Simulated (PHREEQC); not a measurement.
Reverse-osmosis permeate: an equilibrium model

A made-up water analysis in mg/L, 18 °C, pH 6, pe 8.2:

```csv
constituent,mg/L
Na,2.43
K,0.397
Ca,3.19
Mg,0.403
Cl,5.94
S(6) as SO4,1.62
Alkalinity as HCO3,6.36
Cu(2),0.0127
F,0.0165
```

Valence states are taken as typed.

Equilibrium calculation in PHREEQC: ion-association model, wateq4f.dat.

The ionic strength is 0.000420 mol/kgw and the charge-balance error comes out as 0.4 %.

```csv
species,molality,activity,log γ
CO2,0.000255,0.000255,0.000
Cl-,0.000168,0.000164,-0.010
Na+,0.000106,0.000103,-0.010
HCO3-,0.000105,0.000103,-0.010
Ca+2,7.93e-5,7.23e-5,-0.040
SO4-2,1.66e-5,1.51e-5,-0.040
Mg+2,1.65e-5,1.51e-5,-0.040
K+,1.01e-5,9.92e-6,-0.010
H+,1.02e-6,1.00e-6,-0.010
F-,8.66e-7,8.46e-7,-0.010
CaSO4,2.04e-7,2.04e-7,0.000
Cu+2,1.82e-7,1.66e-7,-0.040
CaHCO3+,8.56e-8,8.37e-8,-0.010
MgSO4,4.45e-8,4.45e-8,0.000
MgHCO3+,1.81e-8,1.76e-8,-0.010
CuHCO3+,8.74e-9,8.54e-9,-0.010
```

Precipitation was switched off in this run. Species that the database lacks are ignored.
